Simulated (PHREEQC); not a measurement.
Consider water at 90 °C with 0.0053 mol H2SO4, 0.0011 mol FeCl3 and 0.029 mol KCl per kg of water. Closed to the air; pH follows from the charge balance.

Equilibrium calculation in PHREEQC: ion-association model, phreeqc.dat.

Precipitation was switched off in this run.

Question: Estimate the pH.

Answer: pH 2.16.

Question: In which forms is Fe present?

Answer: FeOH+2 46 %, FeSO4+ 28 %, FeCl+2 9.1 %, Fe(OH)2+ 9.0 %, Fe+3 4.3 %, FeHSO4+2 1.7 % of the Fe.

The solution is supersaturated, for example in Jarosite-K, Hematite (slow to form), so a real one may precipitate; this is no full list. Away from 25 °C the constants follow the database's enthalpies or fits; those with neither stay at their 25 °C values.
